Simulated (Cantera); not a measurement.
## Thermodynamics of boron, boron nitride and boron oxide, feed B₂O₃ + NH₃ + N₂

Feed: 1 mol B₂O₃, 2.2 mol NH₃, 27 mol N₂, equilibrated at 1600 K and 0.320 bar.

These are equilibrium values from Cantera (NASA tables, ideal gas, pure condensed phases), not measurements of a reactor. Candidate condensed phases: B, BN, B₂O₃, B₃O₃H₃, H₂O; 39 gas species. Mutual solubility and eutectic melting of coexisting phases are not modelled. Gases not in the tables: H₃BO₃. Kinetics and transport are ignored.

| Item | Value |
|---|---|
| x(N₂) | 0.893 |
| x(H₂) | 0.103 |
| x(HBO₂) | 0.00221 |
| x(H₂O) | 0.000507 |
| x(B₂O₃) | 0.000458 |
| x(HBO) | 0.000438 |
| x(H) | 3.09e-5 |
| x(B₂O₂) | 1.08e-5 |
| x(BO) | 2.98e-6 |
| n(BN(s)) | 0.0289 mol |
| n(B₂O₃(l)) | 0.929 mol |
| gas amount | 31.44 mol |
| log10 activity of B(s) (absent) | -3.32 |
| log10 activity of B₃O₃H₃(s) (absent) | -11.67 |
